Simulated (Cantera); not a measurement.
A closed system holds: 1 mol BN, 5.6 mol HCl, 25 mol H₂, equilibrated at 0.120 bar.

Method: chemical equilibrium by Gibbs-energy minimisation in Cantera with the NASA 1993 tables (ideal gas, pure condensed phases). Candidate condensed phases: B, BN, NH₄Cl; 21 gas species. The tables' values for BCl, BCl₂, BH₂ are old estimates; treat these amounts as uncertain. Gases not in the tables: BHCl₂. Rates play no part.

log p: log10 of the partial pressure in bar; n: condensed amount in mol.

| T (°C) | log p H₂ | log p HCl | log p BCl | log p H | log p N₂ | log p BCl₂ | log p BCl₃ | n BN(s) |
|---|---|---|---|---|---|---|---|---|
| 552 | -1.01 | -1.66 | <-12 | ___ | -7.44 | <-12 | -7.07 | 1.000 |
| 652 | -1.01 | -1.66 | <-12 | ___ | -6.81 | <-12 | -6.49 | 1.000 |
| 752 | -1.01 | -1.66 | <-12 | ___ | -6.32 | -11.31 | -6.01 | 1.000 |
| 852 | -1.01 | -1.66 | -11.55 | ___ | -5.92 | -9.88 | -5.62 | 0.999 |
| 952 | -1.01 | -1.66 | -9.89 | ___ | -5.59 | -8.69 | -5.29 | 0.999 |
| 1052 | -1.01 | -1.66 | -8.48 | ___ | -5.31 | -7.69 | -5.01 | 0.997 |
| 1152 | -1.01 | -1.66 | -7.27 | ___ | -5.06 | -6.82 | -4.77 | 0.996 |
| 1252 | -1.01 | -1.66 | -6.23 | ___ | -4.84 | -6.08 | -4.56 | 0.993 |
| 1352 | -1.01 | -1.66 | -5.33 | ___ | -4.62 | -5.45 | -4.40 | 0.988 |
| 1452 | -1.01 | -1.66 | -4.58 | ___ | -4.35 | -4.93 | -4.30 | 0.977 |
| 1552 | -1.01 | -1.67 | -3.96 | ___ | -4.00 | -4.52 | -4.27 | 0.949 |
| 1652 | -1.01 | -1.67 | -3.45 | ___ | -3.62 | -4.20 | -4.29 | 0.877 |

### Question
Fill in the missing entries.

### Answer

- 552, log p H: -11.60
- 652, log p H: -10.09
- 752, log p H: -8.87
- 852, log p H: -7.86
- 952, log p H: -7.01
- 1052, log p H: -6.29
- 1152, log p H: -5.67
- 1252, log p H: -5.13
- 1352, log p H: -4.66
- 1452, log p H: -4.24
- 1552, log p H: -3.86
- 1652, log p H: -3.52
